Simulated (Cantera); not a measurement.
A Cantera script and what it prints.

```python
import numpy as np
import cantera as ct

gas_names = """
    O2 H2O
""".split()
cond_names = """
    Sr(L) SrO(s) SrO2H2(L)
""".split()


# ... load() reads the species with a 1 bar reference pressure and builds the phases ...
species = {s.name: s for s in load("nasa_gas.yaml", gas_names) + load("nasa_condensed.yaml", cond_names)}
T = 1200
g = {n: (s.thermo.h(T) - T * s.thermo.s(T)) / (ct.gas_constant * T * np.log(10)) for n, s in species.items()}
valid = cond_names  # the entries whose range holds T


def stable(la, lb):
    # potentials (over RT ln 10) of the two non-metals from log10 p(O2) and log10 p(H2O) in bar
    mu = {}
    mu["O"] = (g["O2"] + la) / 2
    mu["H"] = (g["H2O"] + lb - 1 * mu["O"]) / 2
    cost = {}
    for n in valid:
        c = species[n].composition
        cost[n] = (g[n] - sum(c.get(e, 0) * m for e, m in mu.items())) / c["Sr"]
    return min(cost, key=cost.get)


results = []
for lb in [1, -0.3, -1.6, -2.9, -4.2, -5.5, -6.8, -8.1, -9.4, -10.7, -12]:
    row = [stable(la, lb) for la in [-24, -22.9, -21.7, -20.6, -19.5, -18.3, -17.2, -16, -14.9, -13.8, -12.6, -11.5, -10.4, -9.2, -8.1, -7, -5.8, -4.7, -3.5, -2.4, -1.3, -0.1, 1]]
    results.append(row)
    print(f"{lb:6.1f}  " + " ".join(f"{valid.index(n):x}" for n in row))
print("key: " + ", ".join(f"{i:x} {n}" for i, n in enumerate(valid)))
```

It prints:

```
   1.0  2 2 2 2 2 2 2 2 2 2 2 2 2 2 2 2 2 2 2 2 2 2 2
  -0.3  1 1 1 1 1 1 1 1 1 1 1 1 1 1 1 1 1 1 1 1 1 1 1
  -1.6  1 1 1 1 1 1 1 1 1 1 1 1 1 1 1 1 1 1 1 1 1 1 1
  -2.9  1 1 1 1 1 1 1 1 1 1 1 1 1 1 1 1 1 1 1 1 1 1 1
  -4.2  1 1 1 1 1 1 1 1 1 1 1 1 1 1 1 1 1 1 1 1 1 1 1
  -5.5  1 1 1 1 1 1 1 1 1 1 1 1 1 1 1 1 1 1 1 1 1 1 1
  -6.8  1 1 1 1 1 1 1 1 1 1 1 1 1 1 1 1 1 1 1 1 1 1 1
  -8.1  1 1 1 1 1 1 1 1 1 1 1 1 1 1 1 1 1 1 1 1 1 1 1
  -9.4  1 1 1 1 1 1 1 1 1 1 1 1 1 1 1 1 1 1 1 1 1 1 1
 -10.7  1 1 1 1 1 1 1 1 1 1 1 1 1 1 1 1 1 1 1 1 1 1 1
 -12.0  1 1 1 1 1 1 1 1 1 1 1 1 1 1 1 1 1 1 1 1 1 1 1
key: 0 Sr(L), 1 SrO(s), 2 SrO2H2(L)
```

Source: NASA polynomial tables (part measured, part estimated), evaluated in Cantera. Not in the tables: the peroxide. Part of the grid cannot be reached: there another gas would pass 10 bar, or a non-metal would condense.
